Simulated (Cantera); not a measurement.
# Tantalum, niobium, vanadium and zirconium in process gases: Zr + N₂O

A closed system holds: 1 mol Zr, 2.1 mol N₂O, at 0.220 bar.

Equilibrium computed with Cantera from the NASA thermochemical tables; the gas is ideal and each condensed phase is pure. Candidate condensed phases: Zr, ZrN, ZrO₂; 13 gas species. The numbers say what is thermodynamically allowed, not how fast it happens.

From 1375 °C to 2175 °C the condensed part is ZrO₂(tetragonal). From 2375 °C to 2575 °C the condensed part is ZrO₂(s).

| T (°C) | x N₂ | x O₂ | x O | x NO | x ZrO₂ | x N | x ZrO | n ZrO₂(tetragonal) | n ZrO₂(s) |
|---|---|---|---|---|---|---|---|---|---|
| 1375 | 0.976 | 0.0228 | 8.15e-6 | 0.000868 | <1e-12 | 4.02e-12 | <1e-12 | 1.00 | 0 |
| 1575 | 0.976 | 0.0223 | 6.04e-5 | 0.00177 | 3.25e-12 | 1.77e-10 | <1e-12 | 1.00 | 0 |
| 1775 | 0.975 | 0.0215 | 0.000300 | 0.00310 | 4.49e-10 | 3.74e-9 | <1e-12 | 1.00 | 0 |
| 1975 | 0.974 | 0.0203 | 0.00111 | 0.00485 | 2.54e-8 | 4.59e-8 | 2.26e-12 | 1.00 | 0 |
| 2175 | 0.972 | 0.0182 | 0.00321 | 0.00685 | 7.31e-7 | 3.76e-7 | 3.60e-10 | 1.000 | 0 |
| 2375 | 0.969 | 0.0150 | 0.00754 | 0.00872 | 1.25e-5 | 2.24e-6 | 2.77e-8 | 0 | 1.000 |
| 2575 | 0.965 | 0.0109 | 0.0145 | 0.00989 | 0.000142 | 1.04e-5 | 1.25e-6 | 0 | 1.000 |
x: gas mole fraction; n: condensed amount in mol.
